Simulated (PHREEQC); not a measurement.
Dissolve 2.5 mmol/kgw Cu(NO3)2, 2 mmol/kgw HNO3 and 0.17 mmol/kgw Na2SO4 at 20 °C. Closed to the air; pH follows from the charge balance.

Computed with PHREEQC (ion-association model, wateq4f.dat).

The pH is 2.74, the ionic strength is 0.00987 mol/kgw and the total alkalinity comes out as -2.00 meq/kg.

| species | molality | activity | log γ |
|---|---|---|---|
| NO3- | 0.00700 | 0.00630 | -0.046 |
| Cu+2 | 0.00247 | 0.00168 | -0.168 |
| H+ | 0.00198 | 0.00181 | -0.039 |
| Na+ | 0.000340 | 0.000307 | -0.044 |
| SO4-2 | 0.000127 | 8.51e-5 | -0.173 |
| CuSO4 | 2.81e-5 | 2.82e-5 | 0.001 |
| HSO4- | 1.49e-5 | 1.35e-5 | -0.044 |
| NaSO4- | 1.40e-7 | 1.27e-7 | -0.043 |
| CuOH+ | 1.02e-8 | 9.24e-9 | -0.044 |

This is a speciation only: nothing precipitates in the calculation.
